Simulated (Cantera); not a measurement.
A closed system holds: 1 mol C₃H₈, 0.026 mol O₂, 2.3 mol H₂, held at 800 °C.

Equilibrium computed with Cantera from the NASA thermochemical tables; the gas is ideal and each condensed phase is pure. Candidate condensed phases: C, C₆H₆, C₇H₈, C₈H₁₈, H₂O; 110 gas species. The ideal-gas law is rough above about 30 bar. The numbers say what is thermodynamically allowed, not how fast it happens.

What share of the C ends up in condensed phases as a function of P (Pa), at 10, 72, 520, 3700, 27000, 190000, 1400000, 10000000?


```tsv
P (Pa)	C condensed (%)	as
10	98.3	C(graphite)
72	98.3	C(graphite)
520	98.2	C(graphite)
3700	97.9	C(graphite)
27000	95.8	C(graphite)
190000	84.1	C(graphite)
1400000	50.2	C(graphite)
10000000	19.2	C(graphite)
```
